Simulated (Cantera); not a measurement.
Feed: 1 mol Si, 4.2 mol Br2, at 1623.15 K and 0.133 bar.

These are equilibrium values from Cantera (NASA tables, ideal gas, pure condensed phases), not measurements of a reactor. Candidate condensed phases: Br2, Si; 9 gas species. The tables' values for SiBr3 are old estimates; treat these amounts as uncertain. Kinetics and transport are ignored.

Base state: Br 0.616, SiBr4 0.212, Br2 0.168, SiBr3 0.00317, SiBr2 0.000607 (mole fractions); condensed: gas only.

**Question.** What changes in the equilibrium state with this change: temperature from 1623.15 K to 1300 K?

**Answer.** 
| species | before | after |
|---|---|---|
| Br2 | 0.168 | 0.538 |
| SiBr4 | 0.212 | 0.285 |
| Br | 0.616 | 0.177 |
| SiBr2 | 0.000607 | 2.26e-7 |
| SiBr3 | 0.00317 | 3.93e-5 |
